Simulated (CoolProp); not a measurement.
Vapour-liquid equilibrium of ethane (1) + CHF3 (R23) (2) at 1.44 MPa; x and y are mole fractions of (1).

Values from CoolProp's multi-fluid Helmholtz-energy mixture model, Bücker 2006 and Penoncello 2003; pair parameters Bell 2016.

```csv
x,"bubble temperature, mixture model (°C)","bubble temperature, Raoult's law (°C)","y, mixture model","y, Raoult's law"
0.05,-23.8,-19.0,0.149,0.051
0.15,-29.4,-19.1,…,0.152
0.25,-31.9,-19.1,0.407,0.253
0.35,-32.9,-19.2,…,0.354
0.45,-33.4,-19.2,0.491,0.454
0.55,-33.4,-19.3,…,0.554
0.65,…,-19.3,0.561,0.654
0.75,-31.9,-19.4,…,0.753
0.85,-29.4,-19.4,0.702,0.852
0.95,-24.1,-19.5,…,0.951
```

Q: Complete the blanks.

A: 
- 0.15, y, mixture model: 0.323
- 0.35, y, mixture model: 0.456
- 0.55, y, mixture model: 0.523
- 0.65, bubble temperature, mixture model (°C): -33.0
- 0.75, y, mixture model: 0.614
- 0.95, y, mixture model: 0.865

The largest gap from Raoult's law is -14.2 K in bubble temperature, at x = 0.45. y crosses x between x = 0.45 and 0.55: the model has an azeotrope there.

The pair parameters rest on a limited set of measurements; away from them the model extrapolates. With so large a gap from Raoult's law the liquid may split in two, which this calculation doesn't test in full.
